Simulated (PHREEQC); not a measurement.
1 kg of water holding 0.096 mol/kgw KHCO3, 0.01 mol/kgw K2SO4, 0.0057 mol/kgw K2CO3 and 0.52 mol/kgw KCl is evaporated at 30 °C; the solids stay in contact with the brine. CO2 from the air is kept out. Solids allowed: Arcanite, Kalicinite, Misenite, Sylvite. Others were left out.

The series has 28 steps of water left (kg), from 1 to 0.005005.

Equilibrium calculation in PHREEQC: Pitzer model, pitzer.dat.

Q: Which solids form, in which order, and at which step of the series does each first stand?

A: Arcanite from water left = 0.1156 kg (pH 8.22); Sylvite from water left = 0.09502 kg (pH 8.23); Kalicinite from water left = 0.06418 kg (pH 8.27).
